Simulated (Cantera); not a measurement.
A closed system holds: 1 mol CH₃F, at 1952 °C and 0.540 bar.

Equilibrium computed with Cantera from the NASA thermochemical tables; the gas is ideal and each condensed phase is pure. Candidate condensed phases: C, C₆H₆, C₇H₈, C₈H₁₈; 95 gas species. Rates play no part.

Base state: HF 0.498, H₂ 0.494, H 0.00619, C₂H₂ (acetylene) 0.00145, CH₄ 3.28e-5 (mole fractions); condensed: C(graphite).

Q: What changes in the equilibrium state with this change: temperature from 1952 °C to 1325 °C?

A: 
| species | before | after |
|---|---|---|
| HF | 0.498 | 0.500 |
| H₂ | 0.494 | 0.500 |
| CH₄ | 3.28e-5 | 0.000222 |
| H | 0.00619 | 5.13e-5 |
| C₂H₂ (acetylene) | 0.00145 | 1.35e-5 |
| C(graphite), mol | 0.994 | 1.000 |

Q: What changes in the equilibrium state with this change: temperature from 1952 °C to 2177 °C?

A: 
```json
[
 {"species": "HF", "before": "0.498", "after": "0.495"},
 {"species": "H₂", "before": "0.494", "after": "0.482"},
 {"species": "H", "before": "0.00619", "after": "0.0190"},
 {"species": "C₂H", "before": "6.74e-7", "after": "1.07e-5"},
 {"species": "C₄H₂", "before": "1.73e-6", "after": "1.51e-5"},
 {"species": "F", "before": "5.85e-6", "after": "3.57e-5"},
 {"species": "C₂H₂ (acetylene)", "before": "0.00145", "after": "0.00420"},
 {"species": "CH₃", "before": "7.85e-6", "after": "1.46e-5"},
 {"species": "C(graphite), mol", "before": "0.994", "after": "0.983"}
]
```
